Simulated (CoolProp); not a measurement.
The numbers come from the reference Helmholtz-energy equation of state, Lemmon 2006 in CoolProp. It is a short technical equation, of lower accuracy than the large ones.

### Question
Give the vapour pressure (MPa), vapour density (kg/m³) of saturated C2F6 (R116) at 234, 261.3 K.

### Answer
```
T (K)  p (MPa)  vapour density (kg/m³)
-----  -------  ----------------------
234      0.557                    46.5
261.3     1.33                     118
```
